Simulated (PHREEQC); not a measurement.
Solution (25 °C): 0.0022 mol/kgw FeSO4, 4.1e-05 mol/kgw ZnCl2 and 0.073 mol/kgw NaH2PO4. Closed to the air; pH follows from the charge balance.

Equilibrium calculation in PHREEQC: ion-association model, wateq4f.dat.

No solid was allowed to form.

**Question.** Predict the pH.

**Answer.** pH 4.49.

**Question.** In which forms is P present?

**Answer.** H2PO4- 96 %, FeH2PO4+ 2.8 % of the P.

H3PO4, which wateq4f.dat lacks, is added to it with the constant of phreeqc.dat. The database has no phosphate complexes of Zn.
